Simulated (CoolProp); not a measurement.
Vapour-liquid equilibrium of carbon dioxide (1) + sulfur dioxide (2) at -19.35 °C; x and y are mole fractions of (1).

Model: multi-fluid Helmholtz-energy mixture model, Span 1996 and Gao 2016; pair parameters Bell 2016, in CoolProp.

**Question.** Give the bubble pressure and the first vapour's composition at x = 0.35, 0.5, 0.725. Is there an azeotrope?

**Answer.** x = 0.35: 0.8485 MPa, y = 0.938; x = 0.5: 1.122 MPa, y = 0.959; x = 0.725: 1.488 MPa, y = 0.978. No azeotrope shows between x = 0.05 and 0.95.

The pair parameters rest on a limited set of measurements; away from them the model extrapolates. The gap from Raoult's law changes sign with composition, which may be real or a fault of the pair parameters; it wasn't checked against measurements.
